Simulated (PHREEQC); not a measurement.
HCl is added in steps, without added water, to 1 kg of water holding 45 mmol/kgw HF and 8.9 mmol/kgw NaF, at 10 °C. Oxygen is held at 0.21 atm. CO2 from the air is kept out. Nothing may precipitate in this run.

Base run: PHREEQC, ion-association model, phreeqc.dat. Each further column changes one thing. The table gives F- (mol/kgw).

```
HCl added (mol)     base  0.0041 mol/kgw NH4HCO3 added  0.06 mol/kgw KCl added  solids may form
---------------  -------  ----------------------------  ----------------------  ---------------
0                 0.0112                        0.0141                  0.0118           0.0112
0.00575          0.00795                        0.0102                 0.00857          0.00795
0.01438          0.00482                       0.00613                 0.00539          0.00482
0.02013          0.00364                       0.00448                 0.00411          0.00364
0.02587          0.00288                       0.00343                 0.00327          0.00288
0.03163          0.00237                       0.00275                 0.00269          0.00237
0.04025          0.00188                       0.00211                 0.00212          0.00188
0.046            0.00165                       0.00183                 0.00185          0.00165
```

Away from 25 °C the constants follow the database's enthalpies or fits; those with neither stay at their 25 °C values. Solids allowed in the column 'solids may form': Halite.
